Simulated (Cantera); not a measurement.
A perfectly stirred reactor is fed with 14.5 % H2, 85.5 % O2, equivalence ratio 0.085, at 0.0267 bar; it is held at 1073 K, and followed from long to short residence time.

Computed with Cantera and the H2/O2 subset of GRI-Mech 3.0, which has no nitrogen chemistry. Radical loss at walls, strong at low pressure, is not modelled. The temperature is held fixed by assumption; the heat of reaction is taken as removed at once.

x: mole fraction; the columns are a selection and need not sum to one.

```
τ (s)          x H2   x O2         x H      x H2O2        x OH       x HO2       x H2O
-------  ----------  -----  ----------  ----------  ----------  ----------  ----------
2.3        0.000302  0.843     3.77e-5     3.80e-7    0.000472     5.16e-6       0.156
0.83       0.000564  0.842    0.000104     4.77e-7    0.000673     7.67e-6       0.156
0.30     (withheld)  0.841  (withheld)  (withheld)  (withheld)  (withheld)       0.155
0.11        0.00187  0.840    0.000769     6.78e-7     0.00140     1.40e-5       0.153
0.039       0.00339  0.837     0.00210     7.75e-7     0.00207     1.73e-5       0.150
0.014       0.00607  0.831     0.00543     8.51e-7     0.00302     1.99e-5       0.144
0.0052       0.0106  0.822      0.0125     8.90e-7     0.00425     2.12e-5       0.134
0.0019       0.0190  0.812      0.0244     9.03e-7     0.00567     2.09e-5       0.116
0.00068  (withheld)  0.806  (withheld)     9.24e-7  (withheld)  (withheld)  (withheld)
```

Question: Fill in the missing entries.

Answer: 
- 0.30, x H2: 0.00104
- 0.30, x H: 0.000286
- 0.30, x H2O2: 5.78e-7
- 0.30, x OH: 0.000968
- 0.30, x HO2: 1.07e-5
- 0.00068, x H2: 0.0353
- 0.00068, x H: 0.0349
- 0.00068, x OH: 0.00683
- 0.00068, x HO2: 1.90e-5
- 0.00068, x H2O: 0.0914
